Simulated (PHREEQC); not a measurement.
A solution holds 6.7 mmol/kgw Cu(NO3)2, 45 mmol/kgw HBF4 and 0.53 mmol/kgw Na2SO4, at 6.7 °C. Closed to the air; pH follows from the charge balance.

The numbers come from PHREEQC with the ion-association model, phreeqc.dat.

Each row changes one thing in this solution. This is a speciation only: nothing precipitates in the calculation.

| case | pH | ionic strength (mol/kgw) | HF (mol/kgw) | HSO4- (mol/kgw) | F- (mol/kgw) | SO4-2 (mol/kgw) |
|---|---|---|---|---|---|---|
| as made | 1.44 | 0.0645 | 0.00804 | 0.000275 | 0.000255 | 0.000206 |
| HBF4 replaced by HF at the same molality | 2.20 | 0.0277 | 0.0369 | 8.98e-5 | 0.00626 | 0.000327 |
| Cu(NO3)2 replaced by Zn(NO3)2 at the same molality | 1.44 | 0.0645 | 0.00804 | 0.000273 | 0.000255 | 0.000205 |
| Cu(NO3)2 replaced by NaNO3 at the same molality | 1.43 | 0.0512 | 0.00810 | (withheld) | 0.000249 | 0.000218 |
| Cu(NO3)2 from 0.0067 to 0.00134 mol/kgw | 1.43 | 0.0485 | (withheld) | 0.000305 | 0.000247 | (withheld) |
| temperature from 6.7 to 25 °C | 1.44 | (withheld) | 0.0106 | 0.000316 | 0.000251 | 0.000170 |

Task: Some entries are withheld; supply them.

Result: 
- Cu(NO3)2 replaced by NaNO3 at the same molality, HSO4- (mol/kgw): 0.000309
- Cu(NO3)2 from 0.0067 to 0.00134 mol/kgw, HF (mol/kgw): 0.00812
- Cu(NO3)2 from 0.0067 to 0.00134 mol/kgw, SO4-2 (mol/kgw): 0.000213
- temperature from 6.7 to 25 °C, ionic strength (mol/kgw): 0.0638

Species that the database lacks are ignored. At this temperature some constants are extrapolated from 25 °C, and those without enthalpy data are left unchanged. Real BF4- forms and hydrolyses slowly; the run takes it at equilibrium.
